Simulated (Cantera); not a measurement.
Input: 1 mol NH3, 0.3 mol SO2, 3.6 mol N2, held at 3202 °C.

Equilibrium computed with Cantera from the NASA thermochemical tables; the gas is ideal and each condensed phase is pure. Candidate condensed phases: H2O, H2SO4, S; 35 gas species. Rates play no part.

At 1.50 Torr, list the 7 most abundant gas species with their mole fractions, and the condensed phases.

N2 0.511, H 0.373, O 0.0735, S 0.0373, N 0.00314, NO 0.000978, H2 0.000895. Condensed: gas only.
